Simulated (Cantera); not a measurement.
A perfectly stirred reactor is fed with N₂O : H₂ : N₂ = 1 : 0.0021 : 1.3 (molar parts), at 0.0987 atm; it is held at 1575 K, and followed from long to short residence time.

Cantera simulation using GRI-Mech 3.0 (53 species, 325 reactions); the numbers are that mechanism's predictions, not measurements. GRI-Mech 3.0 was tuned for natural gas; its chemistry of N2O as a main component is partial and can be far from experiment. The temperature is held fixed by assumption; the heat of reaction is taken as removed at once.

x: mole fraction; the columns are a selection and need not sum to one.

```csv
τ (s),x N₂O,x H₂,x O₂,x H₂O,x NO,x O
2.4,0.0126,1.07e-6,0.135,0.000726,0.0753,9.24e-5
0.83,0.0320,2.44e-6,0.125,0.000729,0.0799,0.000111
0.29,0.0775,6.08e-6,0.109,0.000740,0.0751,0.000123
0.10,0.166,1.64e-5,0.0808,0.000759,0.0582,0.000129
0.036,0.273,4.21e-5,0.0481,0.000768,0.0352,0.000132
0.012,…,…,…,0.000725,…,0.000132
0.0044,0.405,0.000237,0.00862,0.000605,0.00626,0.000131
0.0015,0.424,…,…,…,…,0.000127
0.00054,0.431,0.000702,0.00101,0.000156,0.000761,0.000119
```

Task: Complete the blanks.

Result: 
- 0.012, x N₂O: 0.363
- 0.012, x H₂: 0.000109
- 0.012, x O₂: 0.0212
- 0.012, x NO: 0.0155
- 0.0015, x H₂: 0.000462
- 0.0015, x O₂: 0.00298
- 0.0015, x H₂O: 0.000383
- 0.0015, x NO: 0.00218
